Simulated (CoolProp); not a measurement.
Properties of the fluoroketone C6F12O (FK-5-1-12) at several states.

Model: reference Helmholtz-energy equation of state, McLinden 2015, in CoolProp.

| T (°C) | p (MPa) | phase | Z | cp (kJ/(kg K)) | speed of sound (m/s) | Joule-Thomson coefficient (K/MPa) | isothermal compressibility (1/MPa) | fugacity coefficient |
|---|---|---|---|---|---|---|---|---|
| -34.55 | 0.0158 | liquid | 0.001421 | 1.092 | 696.8 | -0.3281 | 0.001452 | 0.09089 |
| 224.45 | 1.41 | gas | 0.8201 | 1.127 | 96.30 | 7.169 | 0.8787 | 0.8406 |
| 143.25 | 0.634 | gas | 0.8328 | 1.036 | 88.80 | 12.91 | 1.949 | 0.8556 |
| -59.15 | 3.63 | liquid | 0.3496 | 1.104 | 793.7 | -0.3418 | 0.001073 | 6.912e-5 |
| 210.65 | 0.123 | gas | 0.9835 | 1.051 | 112.5 | 6.205 | 8.267 | 0.9837 |
| 216.45 | 0.503 | gas | 0.9345 | 1.071 | 107.9 | 6.399 | 2.131 | 0.9372 |
